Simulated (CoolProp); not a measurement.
Properties of ethylene along the isotherm 400.8 K.

Computed with CoolProp (reference Helmholtz-energy equation of state, Smukala 2000).

```json
[
 {"p (MPa)": "0.315", "phase": "gas", "cv (kJ/(kg K))": "1.598", "Joule-Thomson coefficient (K/MPa)": "4.791", "isothermal compressibility (1/MPa)": "3.196"},
 {"p (MPa)": "0.63", "phase": "gas", "cv (kJ/(kg K))": "1.601", "Joule-Thomson coefficient (K/MPa)": "4.791", "isothermal compressibility (1/MPa)": "1.609"},
 {"p (MPa)": "0.945", "phase": "gas", "cv (kJ/(kg K))": "1.604", "Joule-Thomson coefficient (K/MPa)": "4.790", "isothermal compressibility (1/MPa)": "1.080"},
 {"p (MPa)": "1.26", "phase": "gas", "cv (kJ/(kg K))": "1.606", "Joule-Thomson coefficient (K/MPa)": "4.788", "isothermal compressibility (1/MPa)": "0.8155"},
 {"p (MPa)": "1.58", "phase": "gas", "cv (kJ/(kg K))": "1.609", "Joule-Thomson coefficient (K/MPa)": "4.784", "isothermal compressibility (1/MPa)": "0.6549"},
 {"p (MPa)": "1.89", "phase": "gas", "cv (kJ/(kg K))": "1.612", "Joule-Thomson coefficient (K/MPa)": "4.780", "isothermal compressibility (1/MPa)": "0.5513"},
 {"p (MPa)": "2.21", "phase": "gas", "cv (kJ/(kg K))": "1.615", "Joule-Thomson coefficient (K/MPa)": "4.774", "isothermal compressibility (1/MPa)": "0.4748"},
 {"p (MPa)": "2.52", "phase": "gas", "cv (kJ/(kg K))": "1.618", "Joule-Thomson coefficient (K/MPa)": "4.768", "isothermal compressibility (1/MPa)": "0.4192"}
]
```
